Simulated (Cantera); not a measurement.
Standard-state values (1 bar) from the NASA 1993 polynomials, evaluated with Cantera. Values are per mole of reaction as written; species without (g) are pure solids or liquids, kept so even where they would boil at 1 bar.

### Question
Between 725 and 1025 K, where is each reaction favourable under standard conditions?
- CaO + Cl2(g) ⇌ CaCl2 + O(g)

### Answer
- CaO + Cl2(g) ⇌ CaCl2 + O(g): ΔG° is 82 kJ at 725 K and 76 kJ at 1025 K; it stays positive (K < 1). ΔH° is 98 kJ and ΔS° 22 J/K at 1025 K.
